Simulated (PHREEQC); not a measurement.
Model water analysis in mg/kgw, 20 °C, pH 5.67, pe 11.3:

```
constituent           mg/kgw
------------------  --------
Na                      8.22
K                   0.000581
Ca                      8.96
Mg                      2.28
Cl                      18.5
S(6) as SO4             12.9
Alkalinity as HCO3      11.8
Cu(2)                  0.191
Cd                    0.0338
```

Valence states are taken as typed.

The numbers come from PHREEQC with the ion-association model, wateq4f.dat.

```tsv
quantity	before	after
CO2 (mol/kgw)	0.000962	0.00277
SO4-2 (mol/kgw)	0.000128	0.000364
CaSO4 (mol/kgw)	3.85e-6	2.58e-5
Cu+2 (mol/kgw)	2.67e-6	6.85e-6
MgSO4 (mol/kgw)	1.74e-6	1.17e-5
SI of Tenorite (CuO)	-2.12	-1.75
SI of Otavite (CdCO3)	-2.96	-2.12
```

Question: Which change was made?
A) temperature from 20 to 5 °C at the same typed pH
B) all concentrations times 3 at the same typed pH
C) K from 0.000581 to 0.00174 mg/kgw

Answer: B, all concentrations times 3 at the same typed pH

Precipitation was switched off in this run.
